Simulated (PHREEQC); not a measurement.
Na2SO4 is added in steps, without added water, to 1 kg of water holding 1.4 mmol/kgw Zn(NO3)2 and 0.95 mmol/kgw LiOH, at 25 °C. O2 is buffered at 0.21 atm. The system is closed to CO2. Only these solids could form: Zn(OH)2-a, Zn4(OH)6SO4, Mirabilite, Goslarite.

Base run: PHREEQC, ion-association model, wateq4f.dat. Each further column changes one thing. The table gives pH.

```tsv
Na2SO4 added (mol)	base	no solid may form
0	7.80	8.34
0.00014	7.84	8.34
0.000245	7.59	8.35
0.000385	7.53	8.35
0.000525	7.50	8.36
0.00063	7.49	8.36
0.00077	7.48	8.37
0.000875	7.48	8.37
0.001015	7.47	8.38
0.001155	7.47	8.38
0.00126	7.46	8.39
0.0014	7.46	8.39
```

 In at least one series the solution becomes supersaturated in solids that the run did not let form, among them Zn(OH)2-a, Zn4(OH)6SO4.
